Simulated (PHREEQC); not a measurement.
Make-up at 25 °C: 0.044 mol HF, 0.0015 mol NH4F and 0.00011 mol H2SiF6 per kg of water. Closed to the air; pH follows from the charge balance.

All values are PHREEQC results (ion-association model, phreeqc.dat), not measurements.

Each row changes one thing in this solution. Precipitation was switched off in this run.

```
case                                       pH  ionic strength (mol/kgw)  HF (mol/kgw)  F- (mol/kgw)  HF2- (mol/kgw)  NH3 (mol/kgw)  SI of Quartz (SiO2)
---------------------------------------  ----  ------------------------  ------------  ------------  --------------  -------------  -------------------
as made                                  2.31                   0.00688        0.0381       0.00571        0.000835       1.60e-10                -7.37
H2SiF6 from 0.00011 to 0.000121 mol/kgw  2.31                   0.00690        0.0381           ___        0.000834       1.60e-10                -7.33
diluted 10-fold with water               2.87                   0.00158       0.00299       0.00153         1.75e-5       6.00e-11                -2.77
diluted 5-fold with water                2.69                   0.00245       0.00666       0.00232         5.93e-5       8.00e-11                -4.23
diluted 2-fold with water                2.48                       ___        0.0183       0.00393        0.000275            ___                -6.05
```

Fill in the missing entries.


- H2SiF6 from 0.00011 to 0.000121 mol/kgw, F- (mol/kgw): 0.00570
- diluted 2-fold with water, ionic strength (mol/kgw): 0.00437
- diluted 2-fold with water, NH3 (mol/kgw): 1.19e-10

SiF6-2 is the database's only silicon fluoride.
